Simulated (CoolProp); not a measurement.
Properties of ammonia along the isotherm 234 K.

Model: reference Helmholtz-energy equation of state, Gao 2020, in CoolProp.

| p (MPa) | phase | Joule-Thomson coefficient (K/MPa) | viscosity (µPa s) | Prandtl number | fugacity coefficient |
|---|---|---|---|---|---|
| 0.0898 | liquid | -0.1921 | 277 | 1.80 | 0.8163 |
| 0.204 | liquid | -0.1921 | 277 | 1.80 | … |
| 0.465 | liquid | -0.1923 | 277 | 1.80 | … |
| 1.06 | liquid | -0.1926 | 278 | 1.80 | 0.07001 |
| 2.41 | liquid | -0.1934 | 280 | 1.81 | 0.03133 |
| 5.48 | liquid | -0.1951 | … | … | 0.01432 |
| 12.5 | liquid | -0.1986 | … | 1.84 | 0.006862 |
| 28.4 | liquid | -0.2056 | … | … | 0.003686 |

Question: Fill in the missing entries.

Answer: 
- 0.204, fugacity coefficient: 0.3599
- 0.465, fugacity coefficient: 0.1584
- 5.48, viscosity (µPa s): 284
- 5.48, Prandtl number: 1.82
- 12.5, viscosity (µPa s): 293
- 28.4, viscosity (µPa s): 313
- 28.4, Prandtl number: 1.89

Viscosity comes from a separate model (Fenghour 1995). Thermal conductivity comes from a separate model (Tufeu 1984).
